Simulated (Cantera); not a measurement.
A freely propagating, adiabatic, planar premixed flame of 12.0 % CH4, 18.5 % O2, 69.5 % N2, unburnt at 375 K and 0.513 atm; mixture-averaged transport, grid criteria slope 0.08 and curve 0.16, no radiation.

Cantera simulation using GRI-Mech 3.0 (53 species, 325 reactions); the numbers are that mechanism's predictions, not measurements. Burning velocities carry a grid error of a few per cent, more on coarse grids.

Question: Predict: laminar burning velocity; thermal thickness; peak x(HCN); peak x(H); peak x(CH2CO).

Answer: 
```json
{
 "laminar_burning_velocity": "48.2 cm/s",
 "thermal_thickness": "0.829 mm",
 "peak x(HCN)": "2.45e-5",
 "peak x(H)": "0.00941",
 "peak x(CH2CO)": "0.000212"
}
```
